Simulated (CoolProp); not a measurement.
Properties of hexamethyldisiloxane (MM) along the isotherm 589 K.

The numbers come from the reference Helmholtz-energy equation of state, Thol 2016 in CoolProp.

```json
[
 {"p (kPa)": "30.5", "phase": "gas", "Z": "0.9964", "Joule-Thomson coefficient (K/MPa)": "6.009"},
 {"p (kPa)": "46.1", "phase": "gas", "Z": "0.9946", "Joule-Thomson coefficient (K/MPa)": "6.023"},
 {"p (kPa)": "69.5", "phase": "gas", "Z": "0.9918", "Joule-Thomson coefficient (K/MPa)": "6.046"},
 {"p (kPa)": "105", "phase": "gas", "Z": "0.9876", "Joule-Thomson coefficient (K/MPa)": "6.080"},
 {"p (kPa)": "158", "phase": "gas", "Z": "0.9814", "Joule-Thomson coefficient (K/MPa)": "(withheld)"},
 {"p (kPa)": "239", "phase": "gas", "Z": "0.9717", "Joule-Thomson coefficient (K/MPa)": "(withheld)"},
 {"p (kPa)": "360", "phase": "gas", "Z": "0.9571", "Joule-Thomson coefficient (K/MPa)": "(withheld)"},
 {"p (kPa)": "543", "phase": "gas", "Z": "(withheld)", "Joule-Thomson coefficient (K/MPa)": "6.522"},
 {"p (kPa)": "819", "phase": "gas", "Z": "0.9002", "Joule-Thomson coefficient (K/MPa)": "6.821"},
 {"p (kPa)": "1240", "phase": "gas", "Z": "0.8465", "Joule-Thomson coefficient (K/MPa)": "7.298"},
 {"p (kPa)": "1860", "phase": "gas", "Z": "0.7661", "Joule-Thomson coefficient (K/MPa)": "(withheld)"},
 {"p (kPa)": "2810", "phase": "supercritical", "Z": "0.6432", "Joule-Thomson coefficient (K/MPa)": "8.852"},
 {"p (kPa)": "4240", "phase": "supercritical", "Z": "(withheld)", "Joule-Thomson coefficient (K/MPa)": "6.238"},
 {"p (kPa)": "6400", "phase": "supercritical", "Z": "(withheld)", "Joule-Thomson coefficient (K/MPa)": "1.800"},
 {"p (kPa)": "9660", "phase": "supercritical", "Z": "(withheld)", "Joule-Thomson coefficient (K/MPa)": "0.5834"}
]
```

**Question.** Some entries are withheld; supply them.

**Answer.** 
- 158, Joule-Thomson coefficient (K/MPa): 6.131
- 239, Joule-Thomson coefficient (K/MPa): 6.210
- 360, Joule-Thomson coefficient (K/MPa): 6.332
- 543, Z: 0.9346
- 1860, Joule-Thomson coefficient (K/MPa): 8.007
- 4240, Z: 0.5063
- 6400, Z: 0.5443
- 9660, Z: 0.7072
